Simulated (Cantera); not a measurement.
Mixture: C3H8 : O2 : N2 = 1 : 9.43 : 50 (molar parts), equivalence ratio 0.53, at 16500 Torr, adiabatic and at constant volume. Ignition delay is the time to a rise of 400 K.

Detailed kinetics in Cantera: GRI-Mech 3.0 (53 species, 325 reactions). GRI-Mech 3.0 was tuned for natural gas; its chemistry of propane as a main component is partial and can be far from experiment. The pressure lies above the range GRI-Mech 3.0 was tuned for (to about 10 atm).

Task: What does this change do: N2 50 to 95 parts?

Result: 
```csv
quantity,before,after
delay at 1050 K,13.7 ms,22.8 ms
delay at 1250 K,0.438 ms,0.663 ms
delay at 1450 K,25.8 µs,38.7 µs
delay at 1650 K,3.71 µs,5.95 µs
apparent activation energy between 1550 and 1750 K,170 kJ/mol,160 kJ/mol
```
